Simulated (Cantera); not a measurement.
An isothermal, constant-pressure homogeneous reactor starts with CH4 : H2 : H = 0.042 : 1 : 0.0022 (molar parts), at 2250 K and 0.0790 bar.

Computed with Cantera and GRI-Mech 3.0 (53 species, 325 reactions). GRI-Mech 3.0 stops at C3 and has no aromatics, soot or wall deposition, so with more carbon than oxygen in the feed, carbon stays in small species such as C2H2 where larger ones or solid carbon would form.

x: mole fraction; the columns are a selection and need not sum to one.

```tsv
t (s)	x CH4	x H2	x H	x CH3	x CH2	x C2H4
1.00e-5	0.0391	0.958	0.00149	0.00115	…	2.70e-6
3.23e-5	0.0385	0.958	0.00215	0.00164	…	1.70e-5
0.000104	0.0366	0.956	0.00427	0.00307	…	9.93e-5
0.000337	0.0295	0.953	0.00946	0.00549	5.25e-5	0.000269
0.00109	0.0135	0.958	0.0139	0.00369	…	0.000107
0.00352	0.00302	0.961	0.0176	0.00105	…	1.19e-5
0.0114	0.000510	0.959	0.0217	0.000218	…	3.48e-6
0.0367	0.000103	0.956	0.0249	5.06e-5	…	2.89e-6
0.119	4.37e-5	0.955	0.0260	2.24e-5	8.99e-7	2.79e-6
0.383	4.13e-5	0.955	0.0260	2.12e-5	8.51e-7	2.79e-6
1.24	4.13e-5	0.955	0.0260	2.12e-5	8.51e-7	2.79e-6
4.00	4.13e-5	0.955	0.0260	2.12e-5	8.51e-7	2.79e-6
```

**Question.** What belongs in the gaps?

**Answer.** 
- 1.00e-5, x CH2: 2.00e-6
- 3.23e-5, x CH2: 4.46e-6
- 0.000104, x CH2: 1.54e-5
- 0.00109, x CH2: 5.70e-5
- 0.00352, x CH2: 2.53e-5
- 0.0114, x CH2: 7.11e-6
- 0.0367, x CH2: 1.93e-6
